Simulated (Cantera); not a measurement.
**Chlorosilane synthesis and conversion: SiCl4 + Cl2 + H2**

Feed: 1 mol SiCl4, 0.81 mol Cl2, 0.68 mol H2, equilibrated at 1252 °C and 0.730 bar.

Cantera equilibrium calculation (NASA polynomials, part measured and part estimated; ideal gas, pure solids and liquids). Candidate condensed phases: Si; 19 gas species. The tables' values for SiCl3 are old estimates; treat these amounts as uncertain. Equilibrium is a limit: real reactors are often held back by kinetics, nucleation or transport.

| Item | Value |
|---|---|
| x(HCl) | 0.542 |
| x(SiCl4) | 0.398 |
| x(Cl2) | 0.0434 |
| x(Cl) | 0.0168 |
| x(SiCl3) | 9.74e-5 |
| gas amount | 2.511 mol |
| log10 activity of Si(s) (absent) | -13.42 |
